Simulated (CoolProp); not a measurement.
Vapour-liquid equilibrium of cyclohexane (1) + n-octane (2) at 204 kPa; x and y are mole fractions of (1).

Computed with CoolProp (multi-fluid Helmholtz-energy mixture model, Zhou 2014 and Beckmüller 2019; pair parameters Bell 2016).

```csv
x,bubble temperature (°C),y at the bubble point,dew temperature at overall composition x (°C),liquid density (mol/L)
0.05,149.4,0.119,151.5,…
0.15,142.8,0.321,…,5.479
0.25,136.7,…,145.2,5.735
0.35,131.2,0.608,141.8,6.004
0.45,126.3,0.708,138.0,6.288
0.55,121.7,0.788,133.8,6.589
0.65,117.7,0.852,129.2,6.910
0.75,114.0,0.904,123.9,7.253
0.85,110.5,0.948,117.8,7.623
0.95,107.4,0.984,110.4,8.024
```

Q: Some entries are withheld; supply them.

A: 
- 0.05, liquid density (mol/L): 5.233
- 0.15, dew temperature at overall composition x (°C): 148.5
- 0.25, y at the bubble point: 0.482

No azeotrope shows between x = 0.05 and 0.95.

Pair parameters are fitted to limited data, so mixtures are less certain than the pure fluids.
